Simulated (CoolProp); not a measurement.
Values from CoolProp's reference Helmholtz-energy equation of state, Zhou 2016.

Q: For R245ca, give the phase and the density (kg/m³), cp (kJ/(kg K)), isothermal compressibility (1/MPa), expansivity (1/kK) at 450 K and 9.15 bar.

A: 
- 450 K and 9.15 bar: gas; density 35.8, cp 1.22, isothermal compressibility 1.20, expansivity 3.02
